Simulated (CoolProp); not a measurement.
Computed with CoolProp (reference Helmholtz-energy equation of state, Guder 2009).

For sulfur hexafluoride, give the phase and the speed of sound (m/s), Joule-Thomson coefficient (K/MPa), isothermal compressibility (1/MPa), conductivity (mW/(m K)) at 277.4 K and 174 bar.


- 277.4 K and 174 bar: liquid; speed of sound 466, Joule-Thomson coefficient -0.173, isothermal compressibility 0.00398, conductivity 73.9

Thermal conductivity comes from a separate model (Assael 2012).
